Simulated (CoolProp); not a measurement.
A simple Rankine cycle with water: condensing at 318.15 K, boiler at 0.306 MPa, turbine inlet 557.4 K, turbine efficiency 0.6, pump efficiency 0.7, no recuperator. Each further row changes one setting.

Values from CoolProp's reference Helmholtz-energy equation of state, Wagner 2002.

```csv
case,thermal efficiency (%),net work (kJ/kg),heat in (kJ/kg),turbine exit temperature (K),volume ratio over the turbine
as stated,13.1,373,2850,360.8,20.8
turbine inlet 577.4 K,13.3,384,2890,376.6,20.9
condensing temperature 310.15 K,14.1,407,2880,342.7,30.2
boiler pressure 0.214 MPa,12.0,342,2850,378.2,15.2
turbine efficiency 0.5,10.9,311,2850,393.5,22.7
```
